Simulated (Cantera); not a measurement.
Charge: 1 mol SiCl4, 0.6 mol Cl2, 230 mol H2, 0.23 mol HCl, held at 1130 Torr.

Cantera equilibrium calculation (NASA polynomials, part measured and part estimated; ideal gas, pure solids and liquids). Candidate condensed phases: Si; 19 gas species. Kinetics and transport are ignored.

Over these rows the condensed part is Si(s). Partial pressures as log10 of bar:

```csv
T (K),1000/T (1/K),log p SiCl4,log p H2,log p HCl
1325,0.7547,-3.53,0.17,-1.57
1375,0.7273,?,0.17,-1.54
1425,0.7018,-4.15,0.17,-1.53
1475,0.6780,-4.47,0.17,-1.52
1525,0.6557,-4.78,0.17,-1.52
1575,0.6349,-5.07,0.17,-1.52
```

Question: Fit log p(SiCl4) = a + b·(1000/T) to the five rows, give the apparent enthalpy, and predict the row at 1375 K.

Answer: Means: 1000/T = 0.6850, log p = -4.400. Sxy = 0.110030, Sxx = 0.0085578, so b = 12.86 and a = -4.400 − (12.86)×0.6850 = -13.21.
Apparent enthalpy: −19.145 × (12.86) = -246 kJ/mol. With the condensed phases at unit activity, Si(s) + 4 HCl(g) = SiCl4(g) + 2 H2(g) links this pressure to the main gases: over the six rows their terms move log p by +0.20 in all, so the slope isn't that reaction's ΔH° alone. The five rows lie within 0.03 of the line.
Prediction at 1375 K: -13.21 + (12.86)×0.7273 = -3.86. The computed value is -3.83, 0.03 from the line.
